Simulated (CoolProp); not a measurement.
Values from CoolProp's reference Helmholtz-energy equation of state, Outcalt 1996. It is a modified Benedict-Webb-Rubin equation, recast in Helmholtz form.

### Question
Give the vapour pressure (bar), vapour density (kg/m³), enthalpy of vaporisation (kJ/kg), liquid cp (kJ/(kg K)) of saturated R152A at 311.4, 324.8, 334.9 K.

### Answer
| T (K) | p (bar) | vapour density (kg/m³) | enthalpy of vaporisation (kJ/kg) | liquid cp (kJ/(kg K)) |
|---|---|---|---|---|
| 311.4 | 8.68 | 26.9 | 262 | 1.87 |
| 324.8 | 12.3 | 38.7 | 243 | 1.97 |
| 334.9 | 15.6 | 50.5 | 226 | 2.07 |
